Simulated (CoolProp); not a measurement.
Isobutene along the isobar 11700 kPa: fugacity coefficient from the reference equation and from simpler models built on Tc = 144.9 °C, pc = 4016 kPa, ω = 0.193; each cubic takes its own stable root.

Computed with CoolProp (reference Helmholtz-energy equation of state, Lemmon 2005). It is a short technical equation, of lower accuracy than the large ones.

```
T (°C)          phase  reference  van der Waals  Redlich-Kwong  Soave-Redlich-Kwong
------  -------------  ---------  -------------  -------------  -------------------
41.65          liquid    0.05663         0.1508        0.07481              0.05951
57.35          liquid    0.08065         0.1798         0.1023              0.08511
73.05          liquid     0.1101         0.2106         0.1344               0.1166
88.75          liquid     0.1448         0.2429         0.1707               0.1538
104.35         liquid     0.1841         0.2761         0.2103               0.1960
120.05         liquid     0.2280         0.3104         0.2529               0.2430
135.75         liquid     0.2754         0.3452         0.2976               0.2935
151.45  supercritical     0.3253         0.3802         0.3433               0.3464
167.15  supercritical     0.3765         0.4151         0.3893               0.4003
182.75  supercritical     0.4275         0.4494         0.4344               0.4535
198.45  supercritical     0.4775         0.4831         0.4783               0.5053
214.15  supercritical     0.5253         0.5160         0.5202               0.5543
229.85  supercritical     0.5697         0.5476         0.5595               0.5998
245.45  supercritical     0.6102         0.5776         0.5957               0.6412
261.15  supercritical     0.6472         0.6062         0.6292               0.6792
276.85  supercritical     0.6807         0.6332         0.6599               0.7136
```
